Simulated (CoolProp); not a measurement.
Methanol at 351.34 K and 6.75 MPa flows at 6.6 m/s in a round tube of 10 mm bore and 0.25 µm roughness, fully developed (64/Re and Nu = 3.66 if laminar; Colebrook and Gnielinski if turbulent). Each further row changes one setting.

Model: reference Helmholtz-energy equation of state, de Reuck 1993, in CoolProp.

```
case               Reynolds number  Darcy friction factor  pressure drop (Pa/m)  heat-transfer coefficient (W/(m² K))  mass flow (kg/h)
-----------------  ---------------  ---------------------  --------------------  ------------------------------------  ----------------
as stated                   167000                 0.0164                 26500                                 14800               [?]
velocity 13.2 m/s           335000                 0.0144                 93500                                   [?]              2770
diameter 20 mm              335000                    [?]                 11600                                   [?]              5550
```

Question: What belongs in the gaps?

Answer: 
- as stated, mass flow (kg/h): 1390
- velocity 13.2 m/s, heat-transfer coefficient (W/(m² K)): 26900
- diameter 20 mm, Darcy friction factor: 0.0143
- diameter 20 mm, heat-transfer coefficient (W/(m² K)): 13400

Viscosity comes from a separate model (Xiang 2006). Thermal conductivity comes from a separate model (Sykioti 2013).
